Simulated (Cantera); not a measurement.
Nitride etching: AlN + Cl2

A closed system holds: 1 mol AlN, 6.4 mol Cl2, at 1375 °C.

These are equilibrium values from Cantera (NASA tables, ideal gas, pure condensed phases), not measurements of a reactor. Candidate condensed phases: Al, AlCl3, AlN; 11 gas species. The tables' values for AlCl2 are old estimates; treat these amounts as uncertain. Equilibrium is a limit: real reactors are often held back by kinetics, nucleation or transport.

```json
[
 {"P (Pa)": "1", "log p Cl": "-5.06", "log p Cl2": "-8.45", "log p AlCl3": "-6.10", "log p N2": "-6.36", "log p AlCl2": "-7.23", "log p AlCl": "-7.68", "log p Al2Cl6": "-15.47"},
 {"P (Pa)": "3.60", "log p Cl": "-4.51", "log p Cl2": "-7.33", "log p AlCl3": "-5.51", "log p N2": "-5.80", "log p AlCl2": "-7.19", "log p AlCl": "-8.20", "log p Al2Cl6": "-14.29"},
 {"P (Pa)": "13", "log p Cl": "-3.95", "log p Cl2": "-6.22", "log p AlCl3": "-4.94", "log p N2": "-5.24", "log p AlCl2": "-7.18", "log p AlCl": "-8.74", "log p Al2Cl6": "-13.15"},
 {"P (Pa)": "46", "log p Cl": "-3.41", "log p Cl2": "-5.14", "log p AlCl3": "-4.38", "log p N2": "-4.68", "log p AlCl2": "-7.17", "log p AlCl": "-9.27", "log p Al2Cl6": "-12.04"},
 {"P (Pa)": "170", "log p Cl": "-2.86", "log p Cl2": "-4.05", "log p AlCl3": "-3.80", "log p N2": "-4.10", "log p AlCl2": "-7.13", "log p AlCl": "-9.78", "log p Al2Cl6": "-10.87"},
 {"P (Pa)": "600", "log p Cl": "-2.37", "log p Cl2": "-3.07", "log p AlCl3": "-3.22", "log p N2": "-3.52", "log p AlCl2": "-7.03", "log p AlCl": "-10.18", "log p Al2Cl6": "-9.71"},
 {"P (Pa)": "2200", "log p Cl": "-1.93", "log p Cl2": "-2.19", "log p AlCl3": "-2.60", "log p N2": "-2.90", "log p AlCl2": "-6.86", "log p AlCl": "-10.44", "log p Al2Cl6": "-8.47"},
 {"P (Pa)": "7700", "log p Cl": "-1.57", "log p Cl2": "-1.46", "log p AlCl3": "-2.00", "log p N2": "-2.30", "log p AlCl2": "-6.63", "log p AlCl": "-10.58", "log p Al2Cl6": "-7.28"},
 {"P (Pa)": "28000", "log p Cl": "-1.23", "log p Cl2": "-0.79", "log p AlCl3": "-1.41", "log p N2": "-1.71", "log p AlCl2": "-6.36", "log p AlCl": "-10.65", "log p Al2Cl6": "-6.09"},
 {"P (Pa)": "100000", "log p Cl": "-0.93", "log p Cl2": "-0.18", "log p AlCl3": "-0.83", "log p N2": "-1.13", "log p AlCl2": "-6.09", "log p AlCl": "-10.68", "log p Al2Cl6": "-4.94"}
]
```
log p: log10 of the partial pressure in bar; nothing condenses.

From 1.00 Pa to 1.00 bar nothing is condensed. The main Al-bearing gas is AlCl3 throughout.
